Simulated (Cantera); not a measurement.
A perfectly stirred reactor is fed with H2 : O2 : N2 = 0.053 : 1 : 1.1 (molar parts), at 3.00 Torr; it is held at 1300 K, and followed from long to short residence time.

Cantera simulation using GRI-Mech 3.0 (53 species, 325 reactions); the numbers are that mechanism's predictions, not measurements. Radical loss at walls, strong at low pressure, is not modelled.

Task: What does this change do: O2 1 to 0.18 parts?

Result: 
```json
[
 {"quantity": "x(H2) at τ = 12.0 s", "before": "9.97e-5", "after": "0.000596"},
 {"quantity": "x(O2) at τ = 12.0 s", "before": "0.455", "after": "0.116"},
 {"quantity": "x(OH) at τ = 12.0 s", "before": "0.00107", "after": "0.00137"},
 {"quantity": "x(NO) at τ = 12.0 s", "before": "2.41e-7", "after": "1.46e-6"},
 {"quantity": "x(N2O) at τ = 12.0 s", "before": "3.67e-9", "after": "2.17e-9"},
 {"quantity": "x(H2) at τ = 0.170 s", "before": "0.000601", "after": "0.00233"},
 {"quantity": "x(O2) at τ = 0.170 s", "before": "0.445", "after": "0.112"},
 {"quantity": "x(OH) at τ = 0.170 s", "before": "0.00230", "after": "0.00254"},
 {"quantity": "x(NO) at τ = 0.170 s", "before": "1.02e-7", "after": "5.90e-7"},
 {"quantity": "x(N2O) at τ = 0.170 s", "before": "2.03e-9", "after": "1.12e-9"}
]
```
The temperature is held fixed by assumption; the heat of reaction is taken as removed at once.
